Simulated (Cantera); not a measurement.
Input (Python, Cantera) and output of one run.

```python
import numpy as np
import cantera as ct

gas_names = [...]  # 136 gases of nasa_gas.yaml made of C, H, N, O
cond_names = """
    C(gr) C6H6(L) C7H8(L) C8H18(L),n-octa H2O(s) H2O(L)
""".split()


# ... load() reads the species with a 1 bar reference pressure and builds the phases ...
atoms = {
    'acetone': {'C': 3, 'H': 6, 'O': 1},
    'H2': {'H': 2},
    'NH3': {'N': 1, 'H': 3},
}
top_T = {'C(gr)': 4500}  # K; cautious upper limits of use, not melting points


# ... equilibrate(T, P, feed) seeds the gas with the atoms and calls Mixture.equilibrate('TP', solver="vcs", rtol=1e-11, max_steps=5000) ...
results = []
feed = {'acetone': 1, 'H2': 1.8, 'NH3': 0.93}  # mol
T = 873  # K
for P in [10, 56, 320, 1800, 10000, 56000, 320000, 1800000, 10000000]:
    mix = equilibrate(T, P, feed)
    results.append((T, P, feed, dict(zip(mix.species_names, mix.species_moles))))

top = {s: max(r[3][s] / sum(r[3][g] for g in gas_names) for r in results) for s in gas_names}
cols = sorted((s for s in top if top[s] > 0.001), key=lambda s: -top[s])[:5]
seen = [c for c in cond_names if any(r[3].get(c, 0) > 1e-12 for r in results)]
print("log10 of partial pressures in bar; condensed amounts in mol")
print(f"{'P/Pa':>10s}" + "".join(f"{s[:9]:>10s}" for s in cols + seen))
for T, P, feed, n in results:
    ng = sum(n[g] for g in gas_names)
    print(f"{P:10.4g}" + "".join(f"{np.log10(max(n[s] / ng * P / 1e5, 1e-99)):10.3f}" for s in cols)
          + "".join(f"{n.get(c, 0):10.4g}" for c in seen))
```

Result:

```
log10 of partial pressures in bar; condensed amounts in mol
      P/Pa        H2       CH4       H2O        CO        N2     C(gr)
        10    -4.092    -8.532    -8.348    -4.884    -5.217         2
        56    -3.344    -7.036    -6.853    -4.137    -4.468     2.001
       320    -2.588    -5.523    -5.345    -3.387    -3.710     2.008
      1800    -1.840    -4.027    -3.879    -2.668    -2.955     2.038
     1e+04    -1.109    -2.566    -2.523    -2.043    -2.189     2.087
   5.6e+04    -0.425    -1.198    -1.359    -1.562    -1.387     1.874
   3.2e+05     0.158    -0.031    -0.373    -1.160    -0.554     1.248
   1.8e+06     0.634     0.920     0.488    -0.775     0.254    0.7308
     1e+07     1.050     1.752     1.282    -0.397     1.029    0.4667
```

Method: chemical equilibrium by Gibbs-energy minimisation in Cantera with the NASA 1993 tables (ideal gas, pure condensed phases). The feed counts by its element totals alone. The ideal-gas law is rough above about 30 bar.
